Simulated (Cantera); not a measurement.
Feed: 1 mol Ca(OH)₂, 0.1 mol CO₂, at 1330 Pa.

Method: chemical equilibrium by Gibbs-energy minimisation in Cantera with the NASA 1993 tables (ideal gas, pure condensed phases). Candidate condensed phases: C, C₆H₆, C₇H₈, C₈H₁₈, Ca, CaCO₃, CaO, Ca(OH)₂, H₂O; 115 gas species. Kinetics and transport are ignored.

Question: Which condensed phases are stable at each of these points (T (°C)): 300, 450, 600, 750, 900, 1050, 1200, 1350, 1500, 1650, 1800, 1950?

Answer: 
```json
[
 {"T (°C)": "300", "condensed phases": "CaCO₃(calcite) + Ca(OH)₂(s)", "Ca condensed (%)": "100.0"},
 {"T (°C)": "450", "condensed phases": "CaCO₃(calcite) + CaO(s)", "Ca condensed (%)": "100.0"},
 {"T (°C)": "600", "condensed phases": "CaO(s)", "Ca condensed (%)": "100.0"},
 {"T (°C)": "750", "condensed phases": "CaO(s)", "Ca condensed (%)": "100.0"},
 {"T (°C)": "900", "condensed phases": "CaO(s)", "Ca condensed (%)": "100.0"},
 {"T (°C)": "1050", "condensed phases": "CaO(s)", "Ca condensed (%)": "100.0"},
 {"T (°C)": "1200", "condensed phases": "CaO(s)", "Ca condensed (%)": "100.0"},
 {"T (°C)": "1350", "condensed phases": "CaO(s)", "Ca condensed (%)": "100.0"},
 {"T (°C)": "1500", "condensed phases": "CaO(s)", "Ca condensed (%)": "100.0"},
 {"T (°C)": "1650", "condensed phases": "CaO(s)", "Ca condensed (%)": "100.0"},
 {"T (°C)": "1800", "condensed phases": "CaO(s)", "Ca condensed (%)": "100.0"},
 {"T (°C)": "1950", "condensed phases": "CaO(s)", "Ca condensed (%)": "99.9"}
]
```

At 300 °C the condensed part is CaCO₃(calcite) + Ca(OH)₂(s). At 450 °C the condensed part is CaCO₃(calcite) + CaO(s). From 600 °C to 1950 °C the condensed part is CaO(s).
